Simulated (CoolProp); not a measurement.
Properties of water along the isobar 643 kPa.

Values from CoolProp's reference Helmholtz-energy equation of state, Wagner 2002.

```csv
T (K),phase,cv (kJ/(kg K)),Joule-Thomson coefficient (K/MPa),viscosity (µPa s),conductivity (mW/(m K)),fugacity coefficient
479.6,gas,1.623,22.94,16.3,…,0.9686
502.5,gas,1.596,19.28,…,37.7,0.9741
525.3,gas,1.584,16.46,18.2,39.8,0.9783
548.1,gas,1.580,14.23,19.2,42.0,0.9817
571,gas,1.582,12.42,20.2,44.3,0.9844
593.8,gas,1.587,10.95,21.1,46.6,0.9866
616.7,gas,1.595,9.729,22.1,49.0,0.9884
639.5,gas,1.605,8.702,23.0,51.5,0.9899
662.3,gas,1.616,…,24.0,54.0,0.9912
685.2,gas,1.627,7.074,24.9,56.6,0.9922
708,gas,1.640,6.424,25.9,59.2,0.9932
730.8,gas,1.653,…,26.8,61.9,0.9940
753.7,gas,1.667,5.355,…,64.7,0.9946
776.5,gas,1.682,4.914,28.7,67.4,0.9952
799.3,gas,1.696,4.523,29.6,70.2,0.9957
```

### Question
What belongs in the gaps?

### Answer

- 479.6, conductivity (mW/(m K)): 35.7
- 502.5, viscosity (µPa s): 17.3
- 662.3, Joule-Thomson coefficient (K/MPa): 7.828
- 730.8, Joule-Thomson coefficient (K/MPa): 5.856
- 753.7, viscosity (µPa s): 27.8

Viscosity comes from a separate model (Huber 2009). Thermal conductivity comes from a separate model (Huber 2012).
